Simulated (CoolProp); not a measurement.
Properties of nitrogen along the isotherm 68.2 K.

Computed with CoolProp (reference Helmholtz-energy equation of state, Span 2000).

| p (MPa) | phase | cp (kJ/(kg K)) | cv (kJ/(kg K)) | isothermal compressibility (1/MPa) | viscosity (µPa s) | fugacity coefficient |
|---|---|---|---|---|---|---|
| 0.0161 | gas | 1.058 | 0.7493 | 62.72 | 4.74 | 0.9905 |
| 0.0272 | gas | 1.071 | 0.7545 | 37.39 | 4.75 | 0.9840 |
| 0.0459 | liquid | 2.010 | 1.142 | 0.002334 | 240 | 0.6297 |
| 0.0774 | liquid | 2.010 | 1.142 | 0.002333 | 240 | 0.3741 |
| 0.131 | liquid | 2.009 | 1.142 | … | 240 | 0.2217 |
| 0.22 | liquid | 2.009 | 1.142 | 0.002325 | 241 | 0.1327 |
| 0.372 | liquid | 2.008 | 1.143 | 0.002317 | 241 | 0.07919 |
| 0.628 | liquid | 2.006 | 1.143 | 0.002304 | 242 | 0.04761 |
| 1.06 | liquid | 2.003 | 1.144 | 0.002283 | … | 0.02893 |
| 1.79 | liquid | 1.998 | 1.146 | 0.002247 | 246 | 0.01787 |
| 3.02 | liquid | 1.991 | 1.149 | 0.002189 | 250 | 0.01138 |
| 5.09 | liquid | 1.979 | 1.155 | 0.002100 | 257 | … |

Problem. Some entries are withheld; supply them.

Solution. 
- 0.131, isothermal compressibility (1/MPa): 0.002330
- 1.06, viscosity (µPa s): 243
- 5.09, fugacity coefficient: 0.007610

Viscosity comes from a separate model (Lemmon 2004).
